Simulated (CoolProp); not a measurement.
R410A at 362.86 K and 6.37 MPa flows at 0.28 m/s in a round tube of 6 mm bore and 1.5 µm roughness, fully developed (64/Re and Nu = 3.66 if laminar; Colebrook and Gnielinski if turbulent). Each further row changes one setting.

Model: reference Helmholtz-energy equation of state, Lemmon 2003, in CoolProp. It is a pseudo-pure fit of the blend.

```tsv
case	Reynolds number	Darcy friction factor	pressure drop (Pa/m)	heat-transfer coefficient (W/(m² K))	mass flow (kg/h)
as stated	20800	0.0262	[?]	663	[?]
velocity 0.56 m/s	41700	0.0226	218	1220	[?]
diameter 12 mm	41700	[?]	26.8	601	[?]
```

### Question
What belongs in the gaps?

### Answer

- as stated, pressure drop (Pa/m): 63.2
- as stated, mass flow (kg/h): 10.5
- velocity 0.56 m/s, mass flow (kg/h): 21.1
- diameter 12 mm, Darcy friction factor: 0.0222
- diameter 12 mm, mass flow (kg/h): 42.1

Viscosity comes from a separate model (Geller 2000). Thermal conductivity comes from a separate model (Geller 2001).
